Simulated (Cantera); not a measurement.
Mixture: CH₄ : H₂ : O₂ : N₂ = 1 : 0.6 : 5.11 : 15.3 (molar parts), at 13.8 atm, adiabatic and at constant volume. Ignition delay is the time to a rise of 400 K.

Model: GRI-Mech 3.0 (53 species, 325 reactions), integrated in Cantera. The pressure lies above the range GRI-Mech 3.0 was tuned for (to about 10 atm).

Task: Predict: delay at 1175 K; delay at 1250 K; delay at 1325 K; delay at 1400 K; delay at 1475 K; delay at 1550 K; delay at 1625 K; apparent activation energy between 1475 and 1625 K.

Result: 
| Quantity | Result |
|---|---|
| delay at 1175 K | 0.407 ms |
| delay at 1250 K | 0.138 ms |
| delay at 1325 K | 62.3 µs |
| delay at 1400 K | 33.4 µs |
| delay at 1475 K | 19.8 µs |
| delay at 1550 K | 12.4 µs |
| delay at 1625 K | 8.16 µs |
| apparent activation energy between 1475 and 1625 K | 120 kJ/mol |
